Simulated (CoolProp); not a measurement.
A closed Brayton cycle with carbon dioxide: compressor inlet 318.15 K and 8.7 MPa, high pressure 17.6 MPa, turbine inlet 970 K, compressor efficiency 0.89, turbine efficiency 0.9, recuperator effectiveness 0.95 (on enthalpy, no pinch check). Each further row changes one setting.

Model: reference Helmholtz-energy equation of state, Span 1996, in CoolProp.

```
case                           thermal efficiency (%)  net work (kJ/kg)  compressor to turbine work  compressor exit (K)  turbine exit (K)
-----------------------------  ----------------------  ----------------  --------------------------  -------------------  ----------------
as stated                                        39.0              86.0                        0.24                367.5             875.5
turbine inlet 920 K                        (withheld)              79.9                  (withheld)                367.5             828.8
compressor inlet 328.15 K                        39.1              79.9                  (withheld)                385.6             875.5
high pressure 15 MPa                       (withheld)              68.3                        0.22           (withheld)        (withheld)
recuperator effectiveness 0.5              (withheld)              86.0                        0.24                367.5             875.5
```

What belongs in the gaps?


- turbine inlet 920 K, thermal efficiency (%): 37.7
- turbine inlet 920 K, compressor to turbine work: 0.25
- compressor inlet 328.15 K, compressor to turbine work: 0.29
- high pressure 15 MPa, thermal efficiency (%): 36.3
- high pressure 15 MPa, compressor exit (K): 356.2
- high pressure 15 MPa, turbine exit (K): 896.5
- recuperator effectiveness 0.5, thermal efficiency (%): 17.5
